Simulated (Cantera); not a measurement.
**Equilibrium for silicon carbide growth: CH3SiCl3 + HCl + H2 + CH4**

Input: 1 mol CH3SiCl3, 1.9 mol HCl, 420 mol H2, 0.0001 mol CH4, held at 1000 Pa.

Method: chemical equilibrium by Gibbs-energy minimisation in Cantera with the NASA 1993 tables (ideal gas, pure condensed phases). Candidate condensed phases: C, C6H6, C7H8, C8H18, Si, SiC; 109 gas species. The feed counts by its element totals alone. The tables' values for SiCl are old estimates; treat these amounts as uncertain. Gases not in the tables: Si2H6 and higher silanes. Rates play no part.

```json
[
 {"T (°C)": "1127", "log p H2": "-2.01", "log p H": "-6.32", "log p HCl": "-3.94", "log p Si": "-10.73", "log p C2H2 (acetylene)": "-8.95", "log p Cl": "-8.33", "n SiC(s)": "0.996"},
 {"T (°C)": "1227", "log p H2": "-2.01", "log p H": "-5.76", "log p HCl": "-3.94", "log p Si": "-9.63", "log p C2H2 (acetylene)": "-8.03", "log p Cl": "-7.78", "n SiC(s)": "0.996"},
 {"T (°C)": "1327", "log p H2": "-2.01", "log p H": "-5.27", "log p HCl": "-3.94", "log p Si": "-8.56", "log p C2H2 (acetylene)": "-7.42", "log p Cl": "-7.30", "n SiC(s)": "0.994"},
 {"T (°C)": "1427", "log p H2": "-2.01", "log p H": "-4.83", "log p HCl": "-3.94", "log p Si": "-7.56", "log p C2H2 (acetylene)": "-7.01", "log p Cl": "-6.88", "n SiC(s)": "0.990"},
 {"T (°C)": "1527", "log p H2": "-2.01", "log p H": "-4.45", "log p HCl": "-3.94", "log p Si": "-6.70", "log p C2H2 (acetylene)": "-6.60", "log p Cl": "-6.50", "n SiC(s)": "0.978"},
 {"T (°C)": "1627", "log p H2": "-2.01", "log p H": "-4.10", "log p HCl": "-3.94", "log p Si": "-5.98", "log p C2H2 (acetylene)": "-6.12", "log p Cl": "-6.16", "n SiC(s)": "0.933"},
 {"T (°C)": "1727", "log p H2": "-2.01", "log p H": "-3.80", "log p HCl": "-3.95", "log p Si": "-5.38", "log p C2H2 (acetylene)": "-5.60", "log p Cl": "-5.86", "n SiC(s)": "0.776"},
 {"T (°C)": "1827", "log p H2": "-2.02", "log p H": "-3.52", "log p HCl": "-3.96", "log p Si": "-4.86", "log p C2H2 (acetylene)": "-5.11", "log p Cl": "-5.59", "n SiC(s)": "0.262"},
 {"T (°C)": "1927", "log p H2": "-2.03", "log p H": "-3.26", "log p HCl": "-3.97", "log p Si": "-4.70", "log p C2H2 (acetylene)": "-4.99", "log p Cl": "-5.34", "n SiC(s)": "0"},
 {"T (°C)": "2027", "log p H2": "-2.05", "log p H": "-3.04", "log p HCl": "-3.99", "log p Si": "-4.69", "log p C2H2 (acetylene)": "-4.99", "log p Cl": "-5.12", "n SiC(s)": "0"}
]
```
log p: log10 of the partial pressure in bar; n: condensed amount in mol.

From 1127 °C to 1827 °C the condensed part is SiC(s). From 1927 °C to 2027 °C nothing is condensed. The main Si-bearing gas is SiCl2 at 1127 °C and Si at 2027 °C.
